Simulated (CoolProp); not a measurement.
Saturation properties of nitrous oxide.

Values from CoolProp's reference Helmholtz-energy equation of state, Lemmon 2006. It is a short technical equation, of lower accuracy than the large ones.

| T (K) | p (MPa) | liquid density (kg/m³) | vapour density (kg/m³) | enthalpy of vaporisation (kJ/kg) | liquid cp (kJ/(kg K)) | surface tension (mN/m) |
|---|---|---|---|---|---|---|
| 233.4 | 0.9471 | 1074 | 24.58 | 310.6 | 1.845 | 13.1 |
| 239.1 | 1.153 | 1053 | 29.81 | 301.5 | ___ | 11.9 |
| 244.8 | 1.389 | 1031 | 35.92 | 291.8 | 1.915 | ___ |
| 250.5 | 1.659 | 1009 | 43.03 | 281.5 | 1.961 | 9.64 |
| 256.2 | 1.966 | 985.3 | ___ | 270.6 | 2.015 | 8.53 |
| 261.9 | 2.312 | 960.6 | 60.96 | 258.8 | 2.082 | 7.44 |
| 267.6 | 2.700 | 934.3 | 72.25 | 246.1 | 2.167 | 6.38 |
| 273.3 | 3.134 | 906.3 | 85.55 | ___ | 2.276 | 5.35 |
| 278.9 | 3.608 | 876.6 | 101.1 | 217.4 | 2.420 | 4.37 |
| 284.6 | 4.142 | 843.4 | 120.1 | 200.4 | 2.629 | 3.41 |
| 290.3 | 4.734 | ___ | 143.8 | 180.9 | 2.955 | 2.50 |
| 296 | 5.388 | 762.1 | 174.4 | 157.8 | 3.543 | 1.63 |
| 301.7 | 6.111 | 706.0 | 217.9 | 128.0 | 4.972 | 0.845 |

Question: Complete the blanks.

Answer: 
- 239.1, liquid cp (kJ/(kg K)): 1.877
- 244.8, surface tension (mN/m): 10.8
- 256.2, vapour density (kg/m³): 51.31
- 273.3, enthalpy of vaporisation (kJ/kg): 232.3
- 290.3, liquid density (kg/m³): 806.0

It boils at 184.7 K under 1 atm.

Surface tension comes from a separate correlation (Mulero 2012).
